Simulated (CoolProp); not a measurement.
Vapour-liquid equilibrium of ethanol (1) + hexamethyldisiloxane (MM) (2) at 0.272 MPa; x and y are mole fractions of (1).

Model: multi-fluid Helmholtz-energy mixture model, Schroeder 2014 and Thol 2016; pair parameters Bell 2016, in CoolProp.

### Question
Give the bubble temperature and the first vapour's composition at x = 0.2, 0.65, 0.95. Is there an azeotrope?

### Answer
x = 0.2: 386.6 K, y = 0.520; x = 0.65: 378.3 K, y = 0.727; x = 0.95: 378.4 K, y = 0.937. y crosses x between x = 0.8 and 0.95: the model has an azeotrope there.

Pair parameters are fitted to limited data, so mixtures are less certain than the pure fluids.
